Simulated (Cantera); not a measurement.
## Thermodynamics of carbon deposition, reforming and gasification, feed acetone + CO2 + H2 + H2O

Charge: 1 mol acetone, 4.4 mol CO2, 20 mol H2, 0.069 mol H2O, equilibrated at 1352 °C and 2200000 Pa.

Equilibrium computed with Cantera from the NASA thermochemical tables; the gas is ideal and each condensed phase is pure. Candidate condensed phases: C, C6H6, C7H8, C8H18, H2O; 110 gas species. The feed counts by its element totals alone. Rates play no part.

- x(H2): 0.683
- x(CO): 0.234
- x(H2O): 0.0735
- x(CO2): 0.00812
- x(CH4): 0.000542
- x(H): 1.24e-5
- x(HCHO (formaldehyde)): 1.52e-6
- gas amount: 30.44 mol
- log10 activity of C(graphite) (absent): -1.45
